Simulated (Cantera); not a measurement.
A freely propagating, adiabatic, planar premixed flame of H2 : O2 : N2 = 1 : 0.385 : 1.62 (molar parts), equivalence ratio 1.3, unburnt at 550 K and 4580 Torr; mixture-averaged transport, grid criteria slope 0.08 and curve 0.16, no radiation.

Model: the H2/O2 subset of GRI-Mech 3.0, which has no nitrogen chemistry, integrated in Cantera. The hydrogen kinetics of GRI-Mech 3.0 are dated; newer H2 mechanisms differ, most at raised pressure. Burning velocities carry a grid error of a few per cent, more on coarse grids.

Problem. How do the results move with these cheaper or finer settings: unity-Lewis-number transport; multicomponent transport; multicomponent+Soret transport; grid criteria slope 0.5, curve 1; grid criteria slope 0.25, curve 0.5; grid criteria slope 0.03, curve 0.06?

Solution. 
```
setting                               laminar burning velocity  thermal thickness  peak x(HO2)  peak x(O)  grid points
------------------------------------  ------------------------  -----------------  -----------  ---------  -----------
as above                                              646 cm/s          0.0437 mm      0.00106    0.00483          108
unity-Lewis-number transport                          438 cm/s          0.0397 mm     0.000741    0.00456          111
multicomponent transport                              636 cm/s          0.0435 mm      0.00106    0.00478          109
multicomponent+Soret transport                        597 cm/s          0.0427 mm      0.00106    0.00482          109
grid criteria slope 0.5, curve 1                      689 cm/s          0.0552 mm      0.00102    0.00514           38
grid criteria slope 0.25, curve 0.5                   662 cm/s          0.0478 mm      0.00101    0.00485           48
grid criteria slope 0.03, curve 0.06                  641 cm/s          0.0425 mm      0.00106    0.00481          249
```
Unity Lewis numbers drop preferential diffusion, which matters most where H2 and H carry the flame; Soret adds thermal diffusion.
